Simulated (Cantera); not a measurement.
A perfectly stirred reactor is fed with NH₃ : N₂ = 1 : 0.76 (molar parts), at 66.8 Torr; it is held at 2175 K, and followed from long to short residence time.

Model: the gas-phase N/H chemistry of the illustrative SiF4/NH3 mechanism in the Surface Chemkin manual (1991), integrated in Cantera. Walls and surfaces, which speed up NH3 decomposition in real reactors, are not modelled.

Question: What does this change do: pressure from 66.8 Torr to 10.00 Torr?

Answer: 
| quantity | before | after |
|---|---|---|
| x(NH₃) at τ = 0.760 s | 0.0357 | 0.132 |
| x(N₂H₄) at τ = 0.760 s | 1.03e-9 | 1.20e-9 |
| x(N) at τ = 0.760 s | 3.58e-6 | 5.04e-6 |
| x(N₂H₂) at τ = 0.760 s | 3.67e-7 | 2.29e-6 |
| x(H) at τ = 0.760 s | 0.00141 | 0.000873 |
| x(NH₃) at τ = 5.60 ms | 0.512 | 0.557 |
| x(N₂H₄) at τ = 5.60 ms | 5.02e-8 | 1.01e-8 |
| x(N) at τ = 5.60 ms | 1.06e-6 | 2.43e-7 |
| x(N₂H₂) at τ = 5.60 ms | 8.22e-6 | 8.97e-6 |
| x(H) at τ = 5.60 ms | 7.41e-5 | 1.87e-5 |

Question: What does this change do: temperature 2175 to 1523 K?

Answer: 
```csv
quantity,before,after
x(NH₃) at τ = 0.760 s,0.0357,0.563
x(N₂H₄) at τ = 0.760 s,1.03e-9,3.19e-8
x(N) at τ = 0.760 s,3.58e-6,8.18e-10
x(N₂H₂) at τ = 0.760 s,3.67e-7,5.56e-7
x(H) at τ = 0.760 s,0.00141,2.65e-7
x(NH₃) at τ = 5.60 ms,0.512,0.568
x(N₂H₄) at τ = 5.60 ms,5.02e-8,2.75e-10
x(N) at τ = 5.60 ms,1.06e-6,<1e-12
x(N₂H₂) at τ = 5.60 ms,8.22e-6,4.17e-9
x(H) at τ = 5.60 ms,7.41e-5,1.66e-9
```
